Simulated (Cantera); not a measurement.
Input: 1 mol FeS, 0.34 mol SO2, 0.83 mol CO2, held at 1398 K and 0.420 bar.

Method: chemical equilibrium by Gibbs-energy minimisation in Cantera with the NASA 1993 tables (ideal gas, pure condensed phases). Candidate condensed phases: C, Fe, Fe(CO)5, FeO, FeS, FeSO4, FeS2, Fe2O3, Fe2(SO4)3, Fe3O4, S; 25 gas species. Metal and sulfide melt together well below either melting point, which pure phases cannot show. Mutual solubility and eutectic melting of coexisting phases are not modelled. The tables' stoichiometric FeO is somewhat more stable than real wüstite, so its field is too wide. FeO, FeS: taken at fixed stoichiometry. The numbers say what is thermodynamically allowed, not how fast it happens.

Base state: CO2 0.639, SO2 0.264, CO 0.0474, S2 0.0449, S2O 0.00207, COS 0.00131, SO 0.00124 (mole fractions); condensed: FeO(s) + FeS(s).

Task: What changes in the equilibrium state with this change: pressure from 0.420 bar to 0.0700 bar?

Result: 
| species | before | after |
|---|---|---|
| CO2 | 0.639 | 0.589 |
| SO2 | 0.264 | 0.247 |
| CO | 0.0474 | 0.0812 |
| S2 | 0.0449 | 0.0780 |
| S | 3.74e-6 | 1.21e-5 |
| SO | 0.00124 | 0.00216 |
| COS | 0.00131 | 0.00121 |
| FeO(s), mol | 0.0960 | 0.167 |
| FeS(s), mol | 0.904 | 0.833 |
